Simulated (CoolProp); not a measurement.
Carbon dioxide at 323.6 K and 1.72 MPa is throttled through a valve to 0.306 MPa with no heat exchange. Each further row changes one setting.

Model: reference Helmholtz-energy equation of state, Span 1996, in CoolProp.

| case | temperature change (K) | final density (kg/m³) |
|---|---|---|
| as stated | -13.3 | (withheld) |
| outlet pressure 0.0918 MPa | (withheld) | (withheld) |
| outlet pressure 0.398 MPa | (withheld) | (withheld) |

Question: Fill in the missing entries.

Answer: 
- as stated, final density (kg/m³): 5.29
- outlet pressure 0.0918 MPa, temperature change (K): -15.4
- outlet pressure 0.0918 MPa, final density (kg/m³): 1.58
- outlet pressure 0.398 MPa, temperature change (K): -12.4
- outlet pressure 0.398 MPa, final density (kg/m³): 6.89
